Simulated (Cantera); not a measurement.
An isothermal plug-flow reactor at 725 K and 101000 Pa (inlet), inlet velocity 1.2 m/s, active area per volume 2000 1/m; feed CO : O2 : N2 : H2O = 0.0052 : 0.011 : 0.79 : 0.0051 (molar parts), equivalence ratio 0.24.

Detailed kinetics in Cantera: Deutschmann's 1995 Pt surface mechanism with GRI-Mech 3.0 gas chemistry. Catalytic surfaces can have several steady states; this one follows from the mechanism file's or the stated starting coverage. Mass transfer to the wall is taken as infinitely fast.

Question: What does this change do: O2 0.011 to 0.026 parts?

Answer: 
```tsv
quantity	before	after
x(CO) at z = 0.0072 m	9.51e-6	0.000151
x(O2) at z = 0.0072 m	0.0104	0.0285
x(H2O) at z = 0.0072 m	0.00631	0.00619
x(CO2) at z = 0.0072 m	0.00642	0.00616
θ(free Pt) at the exit	0.0327	0.0220
θ(O*) at the exit	0.965	0.976
θ(OH*) at the exit	0.00235	0.00192
```
